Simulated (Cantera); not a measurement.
SiHCl3 + N2 + H2 (silicon nitride deposition)

A closed system holds: 1 mol SiHCl3, 98 mol N2, 0.72 mol H2, at 1798.15 K and 465 Torr.

Equilibrium computed with Cantera from the NASA thermochemical tables; the gas is ideal and each condensed phase is pure. Candidate condensed phases: NH4Cl, Si, Si3N4; 28 gas species. The tables' values for SiCl3 are old estimates; treat these amounts as uncertain. Kinetics and transport are ignored.

- x(N2): 0.973
- x(HCl): 0.0140
- x(SiCl2): 0.00693
- x(H2): 0.00512
- x(SiCl3): 0.000543
- x(SiCl4): 6.88e-5
- x(Cl): 6.70e-5
- x(H): 3.20e-5
- x(SiHCl3): 6.29e-6
- n(Si3N4(s)): 0.0802 mol
- gas amount: 100.5 mol
- log10 activity of Si(l) (absent): -1.23
